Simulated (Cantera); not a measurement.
What does this Cantera script print?

```python
import numpy as np
import cantera as ct

gas_names = """
    CL CL2 H HCL H2 Si SiCL SiCL2 SiCL3 SiCL4 SiH SiHCL3 SiH2 SiH2CL2 SiH3 SiH3CL SiH4 Si2 Si3
""".split()
cond_names = """
    Si(cr) Si(L)
""".split()


# ... load() reads the species with a 1 bar reference pressure and builds the phases ...
atoms = {
    'SiCl4': {'Si': 1, 'CL': 4},
    'HCl': {'H': 1, 'CL': 1},
    'H2': {'H': 2},
}
top_T = {}  # K; cautious upper limits of use, not melting points


# ... equilibrate(T, P, feed) seeds the gas with the atoms and calls Mixture.equilibrate('TP', solver="vcs", rtol=1e-11, max_steps=5000) ...
results = []
feed = {'SiCl4': 1, 'HCl': 2.5, 'H2': 1300}  # mol
T = 1773.15  # K
for P in [100, 240, 560, 1300, 3200, 7500, 18000, 42000, 100000]:
    mix = equilibrate(T, P, feed)
    results.append((T, P, feed, dict(zip(mix.species_names, mix.species_moles))))
    x = sorted(zip(gas.X, gas.species_names), reverse=True)
    print(f"T = {T:g} K  P = {P:g} Pa  gas = {mix.phase_moles(0):.4g} mol")
    print("   x: " + "  ".join(f"{s} {v:.3e}" for v, s in x if v > 0.0001))
    print("   condensed (mol): " + ("  ".join(f"{mix.phase(i).name} {mix.phase_moles(i):.4g}"
          for i in range(1, mix.n_phases) if mix.phase_moles(i) > 1e-12) or "none"))
```

Output:

```
T = 1773.15 K  P = 100 Pa  gas = 1311 mol
   x: H2 9.854e-01  H 8.942e-03  HCL 4.862e-03  Si 6.895e-04
   condensed (mol): none
T = 1773.15 K  P = 240 Pa  gas = 1309 mol
   x: H2 9.886e-01  H 5.781e-03  HCL 4.821e-03  Si 6.331e-04
   condensed (mol): none
T = 1773.15 K  P = 560 Pa  gas = 1308 mol
   x: H2 9.909e-01  HCL 4.794e-03  H 3.789e-03  Si 3.812e-04
   condensed (mol): Si(L) 0.3004
T = 1773.15 K  P = 1300 Pa  gas = 1306 mol
   x: H2 9.924e-01  HCL 4.807e-03  H 2.489e-03  Si 1.642e-04
   condensed (mol): Si(L) 0.6103
T = 1773.15 K  P = 3200 Pa  gas = 1306 mol
   x: H2 9.934e-01  HCL 4.816e-03  H 1.587e-03
   condensed (mol): Si(L) 0.7546
T = 1773.15 K  P = 7500 Pa  gas = 1305 mol
   x: H2 9.940e-01  HCL 4.822e-03  H 1.037e-03
   condensed (mol): Si(L) 0.8143
T = 1773.15 K  P = 18000 Pa  gas = 1305 mol
   x: H2 9.944e-01  HCL 4.825e-03  H 6.695e-04
   condensed (mol): Si(L) 0.842
T = 1773.15 K  P = 42000 Pa  gas = 1305 mol
   x: H2 9.946e-01  HCL 4.827e-03  H 4.383e-04
   condensed (mol): Si(L) 0.8539
T = 1773.15 K  P = 100000 Pa  gas = 1305 mol
   x: H2 9.948e-01  HCL 4.827e-03  H 2.841e-04
   condensed (mol): Si(L) 0.8582
```

Method: chemical equilibrium by Gibbs-energy minimisation in Cantera with the NASA 1993 tables (ideal gas, pure condensed phases). The tables' values for SiCl are old estimates; treat these amounts as uncertain. Gases not in the tables: Si2H6 and higher silanes.
